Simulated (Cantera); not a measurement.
An isothermal, constant-pressure homogeneous reactor starts with C₂H₆ : N₂ = 1 : 3.6 (molar parts), at 1550 K and 0.00160 bar.

Cantera simulation using GRI-Mech 3.0 (53 species, 325 reactions); the numbers are that mechanism's predictions, not measurements. GRI-Mech 3.0 stops at C3 and has no aromatics, soot or wall deposition, so with more carbon than oxygen in the feed, carbon stays in small species such as C2H2 where larger ones or solid carbon would form. Radical loss at walls, strong at low pressure, is not modelled.

x: mole fraction; the columns are a selection and need not sum to one.

```
t (s)      x C₂H₆    x C₂H₂  x H     x CH₂      x H₂     x HCN    x C₂H₄
--------  -------  --------  ---  --------  --------  --------  --------
1.00e-5     0.217    <1e-12  ___  1.32e-11   4.83e-9    <1e-12   1.48e-9
3.64e-5     0.217    <1e-12  ___  7.22e-10   6.50e-8    <1e-12   5.59e-8
0.000133    0.216  3.87e-11  ___   3.52e-8   2.01e-6    <1e-12   2.46e-6
0.000484    0.213   1.22e-8  ___   1.25e-6  0.000122  1.25e-11  0.000120
0.00176     0.196   1.53e-5  ___   1.28e-5   0.00508   1.59e-8   0.00519
0.00643    0.0996   0.00376  ___   3.76e-5    0.0523   2.43e-7    0.0561
0.0234    0.00283    0.0561  ___   1.94e-5     0.143   8.63e-7    0.0699
0.0854    7.21e-5    0.0985  ___   2.22e-6     0.191   1.01e-6    0.0307
0.311     1.48e-5     0.118  ___   4.66e-7     0.212   1.01e-6    0.0103
1.13      7.34e-6     0.128  ___   2.43e-7     0.225   1.01e-6   0.00145
4.13      5.46e-6     0.133  ___   2.34e-7     0.240   1.05e-6  0.000525
15.1      2.02e-6     0.141  ___   1.79e-7     0.268   1.20e-6  0.000179
54.9      2.35e-7     0.149  ___   1.11e-7     0.294   1.75e-6   2.88e-5
200       6.60e-9     0.151  ___   3.35e-8     0.302   3.42e-6   1.31e-5
```

Question: Complete the blanks.

Answer: 
- 1.00e-5, x H: 3.03e-8
- 3.64e-5, x H: 1.26e-7
- 0.000133, x H: 1.51e-6
- 0.000484, x H: 2.60e-5
- 0.00176, x H: 0.000249
- 0.00643, x H: 0.000808
- 0.0234, x H: 0.00114
- 0.0854, x H: 0.000330
- 0.311, x H: 0.000149
- 1.13, x H: 0.000113
- 4.13, x H: 0.000131
- 15.1, x H: 0.000168
- 54.9, x H: 0.000275
- 200, x H: 0.000422
